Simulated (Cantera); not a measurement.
Feed: 1 mol Ta(OEt)5, a varied amount of O2, 1.9 mol H2, at 40.0 Pa.

Method: chemical equilibrium by Gibbs-energy minimisation in Cantera with the NASA 1993 tables (ideal gas, pure condensed phases). Candidate condensed phases: C, C6H6, C7H8, C8H18, H2O, Ta, TaC, Ta2O5; 113 gas species. The feed counts by its element totals alone. Mutual solubility and eutectic melting of coexisting phases are not modelled. TaC: taken at fixed stoichiometry. Condensed phases not in the tables: Ta2C, N, O or C dissolved in the metal. Kinetics and transport are ignored.

Problem. What condenses at these points (T in K, n(O2) in mol): (1373, 3.1); (2573, 6.9); (2273, 3.1); (2573, 2.1); (2573, 3.1); (2423, 0.97); (1523, 4.7)?

Solution. 
```csv
T (K),n(O2) in mol,condensed phases,Ta condensed (%)
1373,3.1,TaC + Ta2O5,100.0
2573,6.9,gas only,0.0
2273,3.1,Ta,27.2
2573,2.1,Ta + TaC,99.5
2573,3.1,gas only,0.0
2423,0.97,C + TaC,100.0
1523,4.7,Ta2O5,100.0
```
